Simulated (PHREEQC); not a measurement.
Consider water at 25 °C with 0.054 mol/kgw H3PO4 and 0.088 mol/kgw Na2SO4. Closed to the air; pH follows from the charge balance.

Equilibrium calculation in PHREEQC: ion-association model, phreeqc.dat.

No solid was allowed to form.

Q: What pH does the model give?

A: pH 2.07.

Q: In which forms is P present?

A: H2PO4- 53 %, H3PO4 47 % of the P.

Species that the database lacks are ignored.
